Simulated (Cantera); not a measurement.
Cantera run:

```python
import numpy as np
import cantera as ct

gas_names = [...]  # 151 gases of nasa_gas.yaml made of C, H, N, O, Si
cond_names = """
    C(gr) C6H6(L) C7H8(L) C8H18(L),n-octa H2O(s) H2O(L) Si(cr) Si(L) SiC(b) SiO2(Lqz) SiO2(hqz) SiO2(L)
    Si2N2O(s) Si3N4(a)
""".split()


# ... load() reads the species with a 1 bar reference pressure and builds the phases ...
atoms = {
    'Si3N4': {'Si': 3, 'N': 4},
    'CO2': {'C': 1, 'O': 2},
    'H2': {'H': 2},
}
top_T = {'C(gr)': 4500, 'SiC(b)': 3050, 'Si2N2O(s)': 2100, 'Si3N4(a)': 2400}  # K; cautious upper limits of use, not melting points


# ... equilibrate(T, P, feed) seeds the gas with the atoms and calls Mixture.equilibrate('TP', solver="vcs", rtol=1e-11, max_steps=5000) ...
results = []
feed = {'Si3N4': 1, 'CO2': 4.4, 'H2': 9.4}  # mol
P = 1000  # Pa
for T in [1100, 1150, 1200, 1250, 1300, 1350, 1400, 1450, 1500, 1550, 1600]:
    mix = equilibrate(T, P, feed)
    results.append((T, P, feed, dict(zip(mix.species_names, mix.species_moles))))

top = {s: max(r[3][s] / sum(r[3][g] for g in gas_names) for r in results) for s in gas_names}
cols = sorted((s for s in top if top[s] > 1e-05), key=lambda s: -top[s])[:7]
seen = [c for c in cond_names if any(r[3].get(c, 0) > 1e-12 for r in results)]
print("log10 of partial pressures in bar; condensed amounts in mol")
print(f"{'T/K':>10s}" + "".join(f"{s[:9]:>10s}" for s in cols + seen))
for T, P, feed, n in results:
    ng = sum(n[g] for g in gas_names)
    print(f"{T:10.4g}" + "".join(f"{np.log10(max(n[s] / ng * P / 1e5, 1e-99)):10.3f}" for s in cols)
          + "".join(f"{n.get(c, 0):10.4g}" for c in seen))
```

It prints:

```
log10 of partial pressures in bar; condensed amounts in mol
       T/K        H2        CO        N2       SiO         H       CH4       H2O     C(gr) SiO2(hqz) Si2N2O(s)
      1100    -2.179    -2.705    -2.851   -11.925    -8.677    -5.804    -5.933       1.6         3         0
      1150    -2.179    -2.705    -2.851   -10.510    -8.217    -5.989    -6.213     1.599         3         0
      1200    -2.179    -2.705    -2.851    -9.216    -7.794    -6.160    -6.470     1.599         3         0
      1250    -2.205    -2.565    -2.983    -8.167    -7.418    -6.369    -6.592     0.299     2.133    0.4334
      1300    -2.211    -2.540    -3.017    -7.343    -7.061    -6.772    -6.544         0     1.933    0.5333
      1350    -2.211    -2.540    -3.017    -6.592    -6.728    -7.169    -6.484         0     1.933    0.5332
      1400    -2.211    -2.540    -3.017    -5.896    -6.418    -7.537    -6.429         0     1.932    0.5328
      1450    -2.211    -2.541    -3.017    -5.250    -6.130    -7.880    -6.378         0      1.93    0.5306
      1500    -2.212    -2.542    -3.015    -4.648    -5.860    -8.203    -6.330         0     1.921     0.522
      1550    -2.216    -2.545    -3.010    -4.087    -5.610    -8.513    -6.288         0     1.891    0.4914
      1600    -2.227    -2.556    -2.993    -3.566    -5.378    -8.831    -6.252         0     1.789    0.3901
```

Method: chemical equilibrium by Gibbs-energy minimisation in Cantera with the NASA 1993 tables (ideal gas, pure condensed phases). Mutual solubility and eutectic melting of coexisting phases are not modelled. The tables hold silica as quartz up to 1696 K and as liquid above; real silica turns to tridymite and cristobalite and melts near 1996 K.
